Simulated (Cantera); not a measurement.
Input (Python, Cantera) and output of one run.

```python
import numpy as np
import cantera as ct

gas_names = """
    O3 CL2 AL2O
""".split()
cond_names = """
    ALCL3(s) ALCL3(L)
""".split()


# ... load() reads the species with a 1 bar reference pressure and builds the phases ...
species = {s.name: s for s in load("nasa_gas.yaml", gas_names) + load("nasa_condensed.yaml", cond_names)}
# Each term lists the table entries of one substance; the one whose range holds T is used.
reactions = {
    'O3(g) + 6 AlCl3 = 9 Cl2(g) + 3 Al2O(g)':
        [(-1, ['O3']), (-6, ['ALCL3(s)', 'ALCL3(L)']), (9, ['CL2']), (3, ['AL2O'])],
}


def pick(names, T):
    return next(species[n] for n in names if species[n].thermo.min_temp <= T <= species[n].thermo.max_temp)


results = []
for label, terms in reactions.items():
    print(label)
    print("     T/K   dH/kJ  dS/(J/K)   dG/kJ   log10 K")
    for T in [300, 350, 375, 400, 425, 450, 475, 500, 525]:
        used = [(nu, pick(names, T)) for nu, names in terms]
        dH = sum(nu * s.thermo.h(T) for nu, s in used) / 1e6
        dS = sum(nu * s.thermo.s(T) for nu, s in used) / 1e3
        dG = dH - T * dS / 1e3
        logK = -dG * 1e6 / (ct.gas_constant * T * np.log(10))
        results.append((label, T, dH, dS, dG, logK, [s.name for _, s in used]))
        print(f"{T:8g} {dH:8.1f} {dS:8.1f} {dG:8.1f} {logK:8.2f}")
```

It prints:

```
O3(g) + 6 AlCl3 = 9 Cl2(g) + 3 Al2O(g)
     T/K   dH/kJ  dS/(J/K)   dG/kJ   log10 K
     300   3656.2   1869.2   3095.5  -538.96
     350   3649.6   1848.7   3002.5  -448.09
     375   3645.9   1838.6   2956.4  -411.80
     400   3642.0   1828.5   2910.6  -380.08
     425   3637.8   1818.4   2865.0  -352.12
     450   3633.4   1808.3   2819.7  -327.29
     475   3415.5   1340.3   2778.8  -305.58
     500   3407.8   1324.6   2745.5  -286.82
     525   3400.2   1309.8   2712.6  -269.88
```

Source: NASA polynomial tables (part measured, part estimated), evaluated in Cantera. Condensed species are held in their standard states even where they would react or evaporate.
